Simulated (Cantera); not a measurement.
Input: 1 mol B₂O₃, 9.6 mol HCl, 45 mol H₂, 7.3 mol BCl₃, at 47.0 mbar.

Equilibrium computed with Cantera from the NASA thermochemical tables; the gas is ideal and each condensed phase is pure. Candidate condensed phases: B, B₂O₃, B₃O₃H₃, H₂O; 33 gas species. The tables' values for BOCl, BCl₂ are old estimates; treat these amounts as uncertain. Gases not in the tables: BHCl₂. Equilibrium is a limit: real reactors are often held back by kinetics, nucleation or transport.

Task: At 1225 K, list the 4 most abundant gas species with their mole fractions, and the condensed phases.

Result: H₂ 0.698, HCl 0.199, BCl₃ 0.0866, B₃O₃Cl₃ 0.0153. Condensed: B(s).
